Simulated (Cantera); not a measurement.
A perfectly stirred reactor is fed with 0.376 % CH₃OH, 5.45 % O₂, 94.0 % N₂, 0.122 % CH₄, equivalence ratio 0.15, at 1.20 bar; it is held at 1375 K, and followed from long to short residence time.

Model: GRI-Mech 3.0 (53 species, 325 reactions), integrated in Cantera. GRI-Mech 3.0 was tuned for natural gas; its chemistry of methanol as a main component is partial and can be far from experiment.

Predict: x(CH₃OH) at τ = 0.990 s; x(O₂) at τ = 0.990 s; x(O) at τ = 0.990 s; x(CH₃OH) at τ = 43.0 ms; x(O₂) at τ = 43.0 ms; x(CH₂) at τ = 43.0 ms; x(O) at τ = 43.0 ms; x(C₂H₄) at τ = 43.0 ms.


| Item | Result |
|---|---|
| x(CH₃OH) at τ = 0.990 s | 9.08e-7 |
| x(O₂) at τ = 0.990 s | 0.0464 |
| x(O) at τ = 0.990 s | 6.18e-6 |
| x(CH₃OH) at τ = 43.0 ms | 7.09e-6 |
| x(O₂) at τ = 43.0 ms | 0.0466 |
| x(CH₂) at τ = 43.0 ms | 1.94e-9 |
| x(O) at τ = 43.0 ms | 3.70e-5 |
| x(C₂H₄) at τ = 43.0 ms | 1.53e-9 |
